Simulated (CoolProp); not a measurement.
Vapour-liquid equilibrium of m-xylene (1) + o-xylene (2) at 0.0166 MPa; x and y are mole fractions of (1).

Values from CoolProp's multi-fluid Helmholtz-energy mixture model, Zhou 2012 and Zhou 2012; pair parameters Bell 2016.

```
x     bubble temperature, mixture model (K)  bubble temperature, Raoult's law (K)  y, mixture model  y, Raoult's law
----  -------------------------------------  ------------------------------------  ----------------  ---------------
0.05                                  359.9                                 359.9             0.058            0.059
0.15                                  359.5                                 359.4             0.172            0.173
0.25                                  359.0                                 358.9             0.284            0.284
0.35                                  358.5                                 358.5             0.391            0.390
0.45                                  358.0                                 358.0             0.495            0.493
0.55                                  357.5                                 357.6             0.594            0.592
0.65                                  357.1                                 357.1             0.689            0.688
0.75                                  356.6                                 356.7             0.781            0.781
0.85                                  356.2                                 356.2             0.870            0.871
0.95                                  355.8                                 355.8             0.957            0.958
```

The largest gap from Raoult's law is -0.1 K in bubble temperature, at x = 0.75. No azeotrope shows between x = 0.05 and 0.95.

Pair parameters are fitted to limited data, so mixtures are less certain than the pure fluids.
